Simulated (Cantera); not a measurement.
Input (Python, Cantera) and output of one run.

```python
import numpy as np
import cantera as ct

gas_names = """
    F2 SF4
""".split()
cond_names = """
    PbS(s) PbS(L) PbF2(a) PbF2(b) PbF2(L)
""".split()


# ... load() reads the species with a 1 bar reference pressure and builds the phases ...
species = {s.name: s for s in load("nasa_gas.yaml", gas_names) + load("nasa_condensed.yaml", cond_names)}
# Each term lists the table entries of one substance; the one whose range holds T is used.
reactions = {
    'PbS + 3 F2(g) = SF4(g) + PbF2':
        [(-1, ['PbS(s)', 'PbS(L)']), (-3, ['F2']), (1, ['SF4']), (1, ['PbF2(a)', 'PbF2(b)', 'PbF2(L)'])],
}


def pick(names, T):
    return next(species[n] for n in names if species[n].thermo.min_temp <= T <= species[n].thermo.max_temp)


results = []
for label, terms in reactions.items():
    print(label)
    print("     T/K   dH/kJ  dS/(J/K)   dG/kJ   log10 K")
    for T in [523, 723, 923, 1123, 1323, 1523]:
        used = [(nu, pick(names, T)) for nu, names in terms]
        dH = sum(nu * s.thermo.h(T) for nu, s in used) / 1e6
        dS = sum(nu * s.thermo.s(T) for nu, s in used) / 1e3
        dG = dH - T * dS / 1e3
        logK = -dG * 1e6 / (ct.gas_constant * T * np.log(10))
        results.append((label, T, dH, dS, dG, logK, [s.name for _, s in used]))
        print(f"{T:8g} {dH:8.1f} {dS:8.1f} {dG:8.1f} {logK:8.2f}")
```

Result:

```
PbS + 3 F2(g) = SF4(g) + PbF2
     T/K   dH/kJ  dS/(J/K)   dG/kJ   log10 K
     523  -1338.6   -279.4  -1192.5   119.09
     723  -1326.9   -261.0  -1138.2    82.23
     923  -1317.7   -249.6  -1087.4    61.54
    1123  -1298.2   -231.5  -1038.2    48.29
    1323  -1289.7   -224.5   -992.7    39.19
    1523  -1301.3   -233.0   -946.5    32.46
```

Standard-state values (1 bar) from the NASA 1993 polynomials, evaluated with Cantera. Condensed species are held in their standard states even where they would react or evaporate.
